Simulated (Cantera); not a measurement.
# Abatement and gas-phase synthesis: HBr + H2O + H2

Charge: 1 mol HBr, 4.7 mol H2O, 0.33 mol H2, equilibrated at 1 atm.

These are equilibrium values from Cantera (NASA tables, ideal gas, pure condensed phases), not measurements of a reactor. Candidate condensed phases: Br2, H2O; 12 gas species. The numbers say what is thermodynamically allowed, not how fast it happens.

```
T (K)  x H2O    x H2    x Br   x HBr    x OH      x H     x O2       x O
-----  -----  ------  ------  ------  ------  -------  -------  --------
2473   0.729  0.0927  0.0693  0.0888  0.0107  0.00675  0.00166  0.000512
2523   0.720  0.0970  0.0739  0.0833  0.0136  0.00860  0.00240  0.000789
2573   0.710   0.102  0.0782  0.0780  0.0171   0.0109  0.00337   0.00119
2623   0.697   0.107  0.0821  0.0729  0.0211   0.0137  0.00461   0.00174
2673   0.682   0.113  0.0855  0.0681  0.0258   0.0171  0.00613   0.00250
2723   0.665   0.119  0.0886  0.0635  0.0311   0.0212  0.00794   0.00352
2773   0.646   0.126  0.0912  0.0593  0.0369   0.0262   0.0100   0.00485
2823   0.624   0.133  0.0934  0.0552  0.0433   0.0321   0.0124   0.00656
2873   0.600   0.140  0.0952  0.0514  0.0502   0.0391   0.0149   0.00871
2923   0.574   0.148  0.0965  0.0477  0.0575   0.0473   0.0176    0.0114
2973   0.546   0.155  0.0975  0.0443  0.0650   0.0568   0.0204    0.0146
```
x: gas mole fraction; nothing condenses.

From 2473 K to 2973 K nothing is condensed.
